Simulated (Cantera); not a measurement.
# Pyrogenic steam for wet oxidation

An isothermal, constant-pressure homogeneous reactor starts with 10.8 % H2, 16.8 % O2, 72.4 % N2, at 1125 K and 18000 Pa.

Model: GRI-Mech 3.0 (53 species, 325 reactions), integrated in Cantera. The temperature is held fixed by assumption; the heat of reaction is taken as removed at once.

| t (s) | x H2 | x O2 | x OH | x NO2 | x HO2 |
|---|---|---|---|---|---|
| 3.00e-6 | 0.108 | 0.168 | 6.22e-12 | <1e-12 | 1.49e-10 |
| 8.68e-6 | 0.108 | 0.168 | 3.56e-11 | <1e-12 | 4.34e-10 |
| 2.51e-5 | 0.108 | 0.168 | 1.95e-10 | <1e-12 | 1.29e-9 |
| 7.27e-5 | 0.108 | 0.168 | 2.24e-9 | <1e-12 | 4.47e-9 |
| 0.000211 | 0.108 | 0.168 | 7.46e-7 | <1e-12 | 3.41e-7 |
| 0.000609 | 0.00938 | 0.122 | 0.00312 | 1.18e-10 | 1.94e-5 |
| 0.00176 | 0.000905 | 0.121 | 0.000760 | 2.38e-9 | 1.47e-5 |
| 0.00510 | 8.24e-5 | 0.121 | 0.000188 | 2.04e-8 | 4.01e-6 |
| 0.0148 | 8.82e-6 | 0.121 | 6.87e-5 | 4.27e-8 | 7.15e-7 |
| 0.0428 | 1.14e-6 | 0.121 | 3.02e-5 | 4.44e-8 | 1.44e-7 |
| 0.124 | 2.21e-7 | 0.121 | 1.51e-5 | 3.27e-8 | 3.67e-8 |
| 0.358 | 5.76e-8 | 0.121 | 8.14e-6 | 2.02e-8 | 1.12e-8 |
| 1.04 | 1.75e-8 | 0.121 | 4.60e-6 | 1.29e-8 | 4.16e-9 |
| 3.00 | 5.91e-9 | 0.121 | 2.69e-6 | 1.19e-8 | 2.40e-9 |
x: mole fraction; the columns are a selection and need not sum to one.

Equilibrium at this temperature and pressure: H2 1.87e-9, O2 0.121, OH 1.45e-6, NO2 6.36e-7, HO2 2.53e-9 (gas phase only).
